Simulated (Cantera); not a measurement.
Feed: 1 mol Si, a varied amount of HF, 26 mol N2, held at 1300 K and 35.0 mbar.

Method: chemical equilibrium by Gibbs-energy minimisation in Cantera with the NASA 1993 tables (ideal gas, pure condensed phases). Candidate condensed phases: Si, Si3N4; 37 gas species. N2 is the only nitrogen source here; it is nearly inert below about 1500 K, so the nitride shown seldom forms there in practice. The tables' values for SiF3 are old estimates; treat these amounts as uncertain. Kinetics and transport are ignored.

log p: log10 of the partial pressure in bar; n: condensed amount in mol.

```csv
n(HF) (mol),log p N2,log p HF,log p H2,log p SiF4,n Si3N4(s)
1.8,-1.48,-4.59,-2.94,-3.25,0.184
2,-1.48,-4.56,-2.90,-3.20,0.167
2.2,-1.48,-4.53,-2.86,-3.16,0.151
2.5,-1.49,-4.50,-2.81,…,…
2.9,-1.49,-4.45,-2.75,-3.05,0.0927
3.2,-1.49,-4.42,-2.71,-3.02,…
3.7,-1.50,-4.38,-2.65,-2.96,0.0262
4.1,-1.50,-3.89,-2.62,-2.92,0
4.7,-1.51,-3.08,-2.63,-2.93,0
5.3,-1.52,-2.82,-2.64,-2.94,0
6,-1.53,-2.65,-2.65,-2.95,0
6.7,-1.54,-2.53,-2.66,-2.96,0
7.6,-1.55,-2.41,-2.67,-2.97,0
```

**Question.** Complete the blanks.

**Answer.** 
- 2.5, log p SiF4: -3.11
- 2.5, n Si3N4(s): 0.126
- 3.2, n Si3N4(s): 0.0677
